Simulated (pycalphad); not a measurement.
CALPHAD calculation (pycalphad, COST 507 light-alloy database (1999)), 1 atm. These are 1990s assessments: newer ones move some temperatures and phases. Phase fractions are per mole of atoms.

### Question
Give the equilibrium state of Si-53.6Al (at.%) at 427 °C.

### Answer
fcc, fraction 0.538, with 99.65 Al at.%; diamond (Si), fraction 0.462, with <0.01 Al at.%.

### Question
Give the equilibrium state of Si-53.6Al (at.%) at 827 °C.

### Answer
liquid, fraction 0.761, with 70.4 Al at.%; diamond (Si), fraction 0.239, with <0.01 Al at.%.
